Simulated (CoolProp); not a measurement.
A closed Brayton cycle with carbon dioxide: compressor inlet 313.15 K and 9.5 MPa, high pressure 21.7 MPa, turbine inlet 845 K, compressor efficiency 0.8, turbine efficiency 0.93, recuperator effectiveness 0 (on enthalpy, no pinch check). Each further row changes one setting.

Values from CoolProp's reference Helmholtz-energy equation of state, Span 1996.

```tsv
case	thermal efficiency (%)	net work (kJ/kg)	compressor to turbine work	compressor exit (K)	turbine exit (K)
as stated	13.0	93.1	0.20	343.9	740.6
turbine inlet 795 K	13.1	85.4	0.22	343.9	694.4
compressor inlet 323.15 K	12.9	80.4	0.31	381.5	740.6
high pressure 18.4 MPa	10.7	77.0	0.19	337.3	761.0
recuperator effectiveness 0.5	19.7	93.1	0.20	343.9	740.6
```
